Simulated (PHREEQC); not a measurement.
Make-up at 25 °C: 0.0027 mol Zn(NO3)2 per kg of water. Closed to the air; pH follows from the charge balance.

Computed with PHREEQC (ion-association model, phreeqc.dat).

```
Item                            Value
--------------------  ---------------
pH                               5.84
ionic strength        0.00810 mol/kgw
specific conductance        616 µS/cm
```

| species | molality | activity | log γ |
|---|---|---|---|
| NO3- | 0.00540 | 0.00490 | -0.042 |
| Zn+2 | 0.00270 | 0.00187 | -0.160 |
| H+ | 1.58e-6 | 1.45e-6 | -0.036 |
| ZnOH+ | 1.55e-6 | 1.41e-6 | -0.041 |
| Zn(OH)2 | 1.11e-8 | 1.11e-8 | 0.001 |
| OH- | 7.67e-9 | 6.97e-9 | -0.042 |

Precipitation was switched off in this run.
